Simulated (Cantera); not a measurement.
A closed system holds: 1 mol Pb, 0.0016 mol O2, 0.59 mol CO, held at 9600 Pa.

These are equilibrium values from Cantera (NASA tables, ideal gas, pure condensed phases), not measurements of a reactor. Candidate condensed phases: C, Pb, PbO, PbO2, Pb3O4; 15 gas species. Equilibrium is a limit: real reactors are often held back by kinetics, nucleation or transport.

At 1252 °C, list the 4 most abundant gas species with their mole fractions, and the condensed phases.

CO 0.672, Pb 0.324, CO2 0.00366, Pb2 0.000159. Condensed: Pb(l).
